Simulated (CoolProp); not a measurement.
Vapour-liquid equilibrium of ethylene (1) + isobutane (2) at 2.3 bar; x and y are mole fractions of (1).

Values from CoolProp's multi-fluid Helmholtz-energy mixture model, Smukala 2000 and Bücker 2006; pair parameters Bell 2016.

```json
[
 {"x": "0.05", "bubble temperature, mixture model (°C)": "-7.7", "bubble temperature, Raoult's law (°C)": "-14.7", "y, mixture model": "0.491", "y, Raoult's law": "0.628"},
 {"x": "0.125", "bubble temperature, mixture model (°C)": "-29.1", "bubble temperature, Raoult's law (°C)": "-36.7", "y, mixture model": "0.802", "y, Raoult's law": "0.871"},
 {"x": "0.2", "bubble temperature, mixture model (°C)": "-43.4", "bubble temperature, Raoult's law (°C)": "-49.5", "y, mixture model": "0.909", "y, Raoult's law": "0.940"},
 {"x": "0.275", "bubble temperature, mixture model (°C)": "-53.4", "bubble temperature, Raoult's law (°C)": "-58.0", "y, mixture model": "0.952", "y, Raoult's law": "0.967"},
 {"x": "0.35", "bubble temperature, mixture model (°C)": "-60.8", "bubble temperature, Raoult's law (°C)": "-64.3", "y, mixture model": "0.972", "y, Raoult's law": "0.980"},
 {"x": "0.425", "bubble temperature, mixture model (°C)": "-66.6", "bubble temperature, Raoult's law (°C)": "-69.2", "y, mixture model": "0.983", "y, Raoult's law": "0.987"},
 {"x": "0.5", "bubble temperature, mixture model (°C)": "-71.2", "bubble temperature, Raoult's law (°C)": "-73.1", "y, mixture model": "0.989", "y, Raoult's law": "0.992"},
 {"x": "0.575", "bubble temperature, mixture model (°C)": "-75.1", "bubble temperature, Raoult's law (°C)": "-76.4", "y, mixture model": "0.993", "y, Raoult's law": "0.994"},
 {"x": "0.65", "bubble temperature, mixture model (°C)": "-78.3", "bubble temperature, Raoult's law (°C)": "-79.2", "y, mixture model": "0.996", "y, Raoult's law": "0.996"},
 {"x": "0.725", "bubble temperature, mixture model (°C)": "-81.0", "bubble temperature, Raoult's law (°C)": "-81.6", "y, mixture model": "0.997", "y, Raoult's law": "0.998"},
 {"x": "0.8", "bubble temperature, mixture model (°C)": "-83.4", "bubble temperature, Raoult's law (°C)": "-83.8", "y, mixture model": "0.998", "y, Raoult's law": "0.999"},
 {"x": "0.875", "bubble temperature, mixture model (°C)": "-85.5", "bubble temperature, Raoult's law (°C)": "-85.7", "y, mixture model": "0.999", "y, Raoult's law": "0.999"},
 {"x": "0.95", "bubble temperature, mixture model (°C)": "-87.3", "bubble temperature, Raoult's law (°C)": "-87.4", "y, mixture model": "1.000", "y, Raoult's law": "1.000"}
]
```

The largest gap from Raoult's law is +7.6 K in bubble temperature, at x = 0.125. No azeotrope shows between x = 0.05 and 0.95.

Pair parameters are fitted to limited data, so mixtures are less certain than the pure fluids.
